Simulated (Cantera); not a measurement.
Feed: 1 mol AlN, 1.2 mol H2O, at 90.0 Torr.

Method: chemical equilibrium by Gibbs-energy minimisation in Cantera with the NASA 1993 tables (ideal gas, pure condensed phases). Candidate condensed phases: Al, AlN, Al2O3, H2O; 35 gas species. Mutual solubility and eutectic melting of coexisting phases are not modelled. Condensed phases not in the tables: aluminium oxynitride. The numbers say what is thermodynamically allowed, not how fast it happens.

Over these rows the condensed part is AlN(s) + Al2O3(s). Partial pressures as log10 of bar:

```
T (K)  1000/T (1/K)  log p Al  log p H2  log p N2
-----  ------------  --------  --------  --------
1625         0.6154     -7.74     -1.05     -1.52
1675         0.5970         ?     -1.05     -1.52
1725         0.5797     -6.56     -1.05     -1.52
1775         0.5634     -6.02     -1.05     -1.52
1825         0.5479     -5.51     -1.05     -1.52
1875         0.5333     -5.03     -1.05     -1.52
```

Q: Fit log p(Al) = a + b·(1000/T) to the five rows, give the apparent enthalpy, and predict the row at 1675 K.

A: Means: 1000/T = 0.5679, log p = -6.172. Sxy = -0.132496, Sxx = 0.0040129, so b = -33.02 and a = -6.172 − (-33.02)×0.5679 = 12.58.
Apparent enthalpy: −19.145 × (-33.02) = 632 kJ/mol. With the condensed phases at unit activity, AlN(s) = Al(g) + 1/2 N2(g) links this pressure to the main gases: over the six rows their terms move log p by +0.00 in all, so the slope is close to that reaction's ΔH°. The five rows lie within 0.01 of the line.
Prediction at 1675 K: 12.58 + (-33.02)×0.5970 = -7.13. The computed value is -7.13, 0.00 from the line.
